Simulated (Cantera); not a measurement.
**Thermodynamics of hydrogen reduction and annealing atmospheres, feed V2O5 + H2 + H2O**

Charge: 1 mol V2O5, 1300 mol H2, 0.051 mol H2O, at 0.900 bar.

These are equilibrium values from Cantera (NASA tables, ideal gas, pure condensed phases), not measurements of a reactor. Candidate condensed phases: H2O, V, VO, V2O3, V2O4, V2O5; 12 gas species. Mutual solubility and eutectic melting of coexisting phases are not modelled. VO: taken at fixed stoichiometry. Condensed phases not in the tables: the oxides between V2O3 and V2O5 other than VO2. Kinetics and transport are ignored.

```
T (K)  log p H2  log p H2O  log p H  n V2O3(s)  n VO(s)
-----  --------  ---------  -------  ---------  -------
1175      -0.05      -2.85    -6.93       1.00        0
1200      -0.05      -2.85    -6.73       1.00        0
1225      -0.05      -2.85    -6.53       1.00        0
1250      -0.05      -2.85    -6.34       1.00        0
1275      -0.05      -2.85    -6.16       1.00        0
1300      -0.05      -2.85    -5.98       1.00        0
1325      -0.05      -2.85    -5.81       1.00        0
1350      -0.05      -2.85    -5.65       1.00        0
1375      -0.05      -2.81    -5.49      0.833    0.334
1400      -0.05      -2.74    -5.34      0.442     1.12
```
log p: log10 of the partial pressure in bar; n: condensed amount in mol.

From 1175 K to 1350 K the condensed part is V2O3(s). From 1375 K to 1400 K the condensed part is VO(s) + V2O3(s).
